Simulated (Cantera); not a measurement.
Mixture: 15.3 % H2, 13.4 % O2, 71.2 % N2, at 101000 Pa, adiabatic and at constant pressure. Ignition delay is the time to a rise of 400 K.

Model: GRI-Mech 3.0 (53 species, 325 reactions), integrated in Cantera. Where the delays flatten at high temperature, the 400 K rule measures the pace of heat release, not the induction time.

Task: Predict: delay at 1100 K; delay at 1150 K; delay at 1200 K; delay at 1250 K; delay at 1300 K; delay at 1350 K.

Result: 
| Quantity | Value |
|---|---|
| delay at 1100 K | 0.118 ms |
| delay at 1150 K | 85.4 µs |
| delay at 1200 K | 66.3 µs |
| delay at 1250 K | 54.2 µs |
| delay at 1300 K | 46.4 µs |
| delay at 1350 K | 41.4 µs |
